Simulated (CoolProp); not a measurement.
Saturation properties of nitrous oxide (Tc = 309.5 K, pc = 72.45 bar, ω = 0.161).

Values from CoolProp's reference Helmholtz-energy equation of state, Lemmon 2006. It is a short technical equation, of lower accuracy than the large ones.

```json
[
 {"T (K)": "240.3", "p (bar)": "12.00", "liquid density (kg/m³)": "1049", "vapour density (kg/m³)": "31.02", "liquid cp (kJ/(kg K))": "1.885", "surface tension (mN/m)": "11.7"},
 {"T (K)": "245.3", "p (bar)": "14.11", "liquid density (kg/m³)": "1029", "vapour density (kg/m³)": "36.50", "liquid cp (kJ/(kg K))": "1.919", "surface tension (mN/m)": "10.7"},
 {"T (K)": "250.4", "p (bar)": "16.54", "liquid density (kg/m³)": "1009", "vapour density (kg/m³)": "42.90", "liquid cp (kJ/(kg K))": "1.960", "surface tension (mN/m)": "9.66"},
 {"T (K)": "255.5", "p (bar)": "19.26", "liquid density (kg/m³)": "988.3", "vapour density (kg/m³)": "50.23", "liquid cp (kJ/(kg K))": "[?]", "surface tension (mN/m)": "8.66"},
 {"T (K)": "260.6", "p (bar)": "22.29", "liquid density (kg/m³)": "966.3", "vapour density (kg/m³)": "58.63", "liquid cp (kJ/(kg K))": "2.066", "surface tension (mN/m)": "7.69"},
 {"T (K)": "265.7", "p (bar)": "25.66", "liquid density (kg/m³)": "943.2", "vapour density (kg/m³)": "68.29", "liquid cp (kJ/(kg K))": "2.136", "surface tension (mN/m)": "6.73"},
 {"T (K)": "270.8", "p (bar)": "29.38", "liquid density (kg/m³)": "918.8", "vapour density (kg/m³)": "79.44", "liquid cp (kJ/(kg K))": "2.224", "surface tension (mN/m)": "5.80"},
 {"T (K)": "275.9", "p (bar)": "33.48", "liquid density (kg/m³)": "892.8", "vapour density (kg/m³)": "92.41", "liquid cp (kJ/(kg K))": "2.337", "surface tension (mN/m)": "4.89"},
 {"T (K)": "281", "p (bar)": "[?]", "liquid density (kg/m³)": "[?]", "vapour density (kg/m³)": "107.7", "liquid cp (kJ/(kg K))": "2.488", "surface tension (mN/m)": "4.01"},
 {"T (K)": "286", "p (bar)": "42.82", "liquid density (kg/m³)": "834.7", "vapour density (kg/m³)": "125.4", "liquid cp (kJ/(kg K))": "2.695", "surface tension (mN/m)": "3.18"},
 {"T (K)": "291.1", "p (bar)": "48.22", "liquid density (kg/m³)": "800.3", "vapour density (kg/m³)": "147.6", "liquid cp (kJ/(kg K))": "3.016", "surface tension (mN/m)": "2.37"}
]
```

Problem. Some entries are withheld; supply them.

Solution. 
- 255.5, liquid cp (kJ/(kg K)): 2.008
- 281, p (bar): 37.98
- 281, liquid density (kg/m³): 864.7

It boils at 184.7 K under 1 atm.

Surface tension comes from a separate correlation (Mulero 2012).
